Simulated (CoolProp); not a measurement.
A Linde-Hampson liquefier for normal hydrogen: isothermal reversible compression at 200 K from 1 atm to 25 MPa, throttling to 1 atm, return gas leaving the recuperator 5 K below the feed. Each further row changes one setting.

The numbers come from the reference Helmholtz-energy equation of state, Leachman 2009 in CoolProp.

```csv
case,compression work (kJ/kg of gas)
as stated,4700
high pressure 50 MPa,5450
warm-end temperature 230 K,5390
warm-end gap 10 K,4700
```
